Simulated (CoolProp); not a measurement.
Vapour-liquid equilibrium of C3F8 (R218) (1) + c-C4F8 (RC318) (2) at 0.572 MPa; x and y are mole fractions of (1).

Model: multi-fluid Helmholtz-energy mixture model, Lemmon 2006 and Platzer 1990; pair parameters Bell 2016, in CoolProp. This equation is an older, rougher fit; its heat capacities, sound speeds and derivatives of the liquid may be far off and weren't checked against measurements.

Give the bubble temperature and the first vapour's composition at x = 0.275, 0.575, 0.8. Is there an azeotrope?

x = 0.275: 38.6 °C, y = 0.404; x = 0.575: 26.3 °C, y = 0.772; x = 0.8: 17.1 °C, y = 0.926. No azeotrope shows between x = 0.05 and 0.95.

Pair parameters are fitted to limited data, so mixtures are less certain than the pure fluids.
